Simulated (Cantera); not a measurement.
Mixture: 5.24 % CH₄, 1.57 % CO, 16.1 % O₂, 77.1 % N₂, equivalence ratio 0.70, at 750 Torr, adiabatic and at constant pressure. Ignition delay is the time to a rise of 400 K.

Cantera simulation using GRI-Mech 3.0 (53 species, 325 reactions); the numbers are that mechanism's predictions, not measurements.

Question: At T0 = 1300 K, what is the delay, and which 6 reactions control it most (d ln τ / d ln k, from doubling and halving each rate constant)?

Answer: The delay is 12.6 ms.
```csv
reaction,d ln τ / d ln k,faster rate
2 CH3 (+M) <=> C2H6 (+M),0.62,lengthens it
CH3 + O2 <=> CH3O + O,-0.50,shortens it
CH3 + O2 <=> CH2O + OH,-0.37,shortens it
H + O2 <=> O + OH,-0.37,shortens it
CH4 + H <=> CH3 + H2,0.31,lengthens it
CH3 + HO2 <=> CH3O + OH,-0.29,shortens it
```
